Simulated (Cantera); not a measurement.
Feed: 1 mol Si, 0.055 mol CO2, 25 mol N2, equilibrated at 1000 Pa.

These are equilibrium values from Cantera (NASA tables, ideal gas, pure condensed phases), not measurements of a reactor. Candidate condensed phases: C, Si, SiC, SiO2, Si2N2O, Si3N4; 34 gas species. Mutual solubility and eutectic melting of coexisting phases are not modelled. The numbers say what is thermodynamically allowed, not how fast it happens.

Which condensed phases are stable at each of these points (T (°C)): 1425, 1475, 1525, 1575, 1625, 1675, 1725, 1775, 1825?


| T (°C) | condensed phases | Si condensed (%) |
|---|---|---|
| 1425 | SiC(s) + Si3N4(s) | 93.3 |
| 1475 | SiC(s) + Si3N4(s) | 91.2 |
| 1525 | SiC(s) + Si3N4(s) | 89.4 |
| 1575 | Si(l) + SiC(s) | 88.5 |
| 1625 | Si(l) + SiC(s) | 87.1 |
| 1675 | Si(l) + SiC(s) | 84.3 |
| 1725 | Si(l) + SiC(s) | 79.0 |
| 1775 | Si(l) + SiC(s) | 69.6 |
| 1825 | Si(l) + SiC(s) | 53.3 |

From 1425 °C to 1525 °C the condensed part is SiC(s) + Si3N4(s). From 1575 °C to 1825 °C the condensed part is Si(l) + SiC(s).
